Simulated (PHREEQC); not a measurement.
2.2 g of hydrous ferric oxide (600 m²/g; 0.2 weak and 0.005 strong sites per Fe, Dzombak-Morel constants, diffuse double layer) in 1 kg of water with 0.001 mol/kgw of an inert sodium salt and 0.0028 mol/kgw NaF, at 25 °C; the pH is set by adding NaOH or the inert anion's acid. Oxygen is held at 0.21 atm. The system is closed to CO2. Nothing may precipitate in this run.

The series has 13 steps of pH, from 3 to 11.

All values are PHREEQC results (ion-association model, wateq4f.dat), not measurements.

Near which pH is half of the F sorbed, and on which side is more sorbed?

Near pH 6.6, with more sorbed at lower pH.

The oxide is taken as insoluble; below pH 4 it would dissolve.
